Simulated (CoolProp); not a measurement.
A single-stage vapour-compression cycle with cyclopentane: evaporating at 320.15 K (dew point), condensing at 345.15 K (bubble point), superheat 10 K, subcooling 2 K, compressor efficiency 0.85, no pressure losses. Each further row changes one setting.

Values from CoolProp's reference Helmholtz-energy equation of state, Gedanitz 2015.

```
case                              cooling COP  pressure ratio  discharge temperature (K)  refrigerating effect (kJ/kg)  volumetric capacity (kJ/m³)
--------------------------------  -----------  --------------  -------------------------  ----------------------------  ---------------------------
as stated                                   ?            2.15                      357.2                           359                          889
evaporating temperature 325.15 K         13.2               ?                      356.5                           365                            ?
condensing temperature 340.15 K          13.0            1.87                      352.1                           369                          914
subcooling 7 K                              ?            2.15                      357.2                           369                          914
superheat 20 K                              ?            2.15                      367.0                           373                          894
compressor efficiency 0.75                  ?            2.15                      360.2                           359                          889
```

Question: What belongs in the gaps?

Answer: 
- as stated, cooling COP: 10.2
- evaporating temperature 325.15 K, pressure ratio: 1.83
- evaporating temperature 325.15 K, volumetric capacity (kJ/m³): 1050
- subcooling 7 K, cooling COP: 10.5
- superheat 20 K, cooling COP: 10.3
- compressor efficiency 0.75, cooling COP: 9.03
